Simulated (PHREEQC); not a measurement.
Synthetic water in mmol/kgw, 70 °C, pH 6.75, pe -0.9:

```json
[
 {"constituent": "Na", "mmol/kgw": "98.9"},
 {"constituent": "K", "mmol/kgw": "0.995"},
 {"constituent": "Ca", "mmol/kgw": "3.69"},
 {"constituent": "Mg", "mmol/kgw": "14.5"},
 {"constituent": "Cl", "mmol/kgw": "125"},
 {"constituent": "S(6)", "mmol/kgw": "2.99"},
 {"constituent": "Alkalinity (meq/kgw)", "mmol/kgw": "0.0636"},
 {"constituent": "Fe(2)", "mmol/kgw": "0.0266"},
 {"constituent": "Li", "mmol/kgw": "0.0176"}
]
```

Cl is adjusted to close the charge balance.
Valence states are taken as typed.

The numbers come from PHREEQC with the ion-association model, wateq4f.dat.

This is a speciation only: nothing precipitates in the calculation.

Problem. Order these S species by the share of S that they hold, largest first: SO4-2, KSO4-, MgSO4, NaSO4-, CaSO4.

Solution. SO4-2 (48 %), MgSO4 (39 %), NaSO4- (8.8 %), CaSO4 (4.4 %), KSO4- (0.18 %)

The pH is 6.75 and the ionic strength 0.152 mol/kgw. Complexes and solids missing from the database can't appear. Constants without temperature data keep their 25 °C values here.
